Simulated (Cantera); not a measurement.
Charge: 1 mol CF4, 0.46 mol HCl, at 0.550 bar.

These are equilibrium values from Cantera (NASA tables, ideal gas, pure condensed phases), not measurements of a reactor. Candidate condensed phases: C, C6H6, C7H8, C8H18; 118 gas species. Condensed phases not in the tables: fluorocarbon polymer. Gases not in the tables: C2F6 and larger saturated fluorocarbons. Kinetics and transport are ignored.

Over these rows the condensed part is C(graphite). Partial pressures as log10 of bar:

| T (K) | 1000/T (1/K) | log p Cl | log p CF4 | log p HCl | log p HF | log p CClF3 |
|---|---|---|---|---|---|---|
| 700 | 1.4286 | -7.40 | -0.44 | -0.80 | -1.82 | -2.14 |
| 750 | 1.3333 | -6.68 | -0.44 | -0.82 | -1.67 | -2.08 |
| 800 | 1.2500 | -6.05 | -0.44 | -0.84 | -1.55 | -2.02 |
| 850 | 1.1765 | ? | -0.45 | -0.87 | -1.44 | -1.98 |
| 900 | 1.1111 | -5.03 | -0.45 | -0.90 | -1.35 | -1.95 |
| 950 | 1.0526 | -4.60 | -0.46 | -0.93 | -1.27 | -1.92 |

### Question
Fit log p(Cl) = a + b·(1000/T) to the five rows, give the apparent enthalpy, and predict the row at 850 K.

### Answer
Means: 1000/T = 1.2351, log p = -5.952. Sxy = -0.714206, Sxx = 0.0959897, so b = -7.44 and a = -5.952 − (-7.44)×1.2351 = 3.24.
Apparent enthalpy: −19.145 × (-7.44) = 142 kJ/mol. With the condensed phases at unit activity, CClF3(g) = Cl(g) + 1/4 C(graphite) + 3/4 CF4(g) links this pressure to the main gases: over the six rows their terms move log p by +0.24 in all, so the slope isn't that reaction's ΔH° alone. The five rows lie within 0.01 of the line.
Prediction at 850 K: 3.24 + (-7.44)×1.1765 = -5.51. The computed value is -5.51, 0.00 from the line.
